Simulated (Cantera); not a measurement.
Charge: 1 mol HCl, 0.13 mol H2O, 0.91 mol N2, equilibrated at 1973 K and 4.60 bar.

Cantera equilibrium calculation (NASA polynomials, part measured and part estimated; ideal gas, pure solids and liquids). Candidate condensed phases: H2O, NH4Cl; 29 gas species. The numbers say what is thermodynamically allowed, not how fast it happens.

Base state: HCl 0.484, N2 0.445, H2O 0.0635, Cl 0.00452, H2 0.00254, Cl2 0.000212, OH 7.52e-5, NO 3.18e-5 (mole fractions); condensed: gas only.

Question: What changes in the equilibrium state with this change: 0.0025 mol Cl2 added?

Answer: 
```json
[
 {"species": "HCl", "before": "0.484", "after": "0.485"},
 {"species": "N2", "before": "0.445", "after": "0.444"},
 {"species": "H2O", "before": "0.0635", "after": "0.0633"},
 {"species": "Cl", "before": "0.00452", "after": "0.00532"},
 {"species": "H2", "before": "0.00254", "after": "0.00184"},
 {"species": "O2", "before": "7.46e-6", "after": "1.42e-5"},
 {"species": "Cl2", "before": "0.000212", "after": "0.000294"},
 {"species": "NO", "before": "3.18e-5", "after": "4.38e-5"},
 {"species": "H", "before": "3.17e-5", "after": "2.70e-5"}
]
```
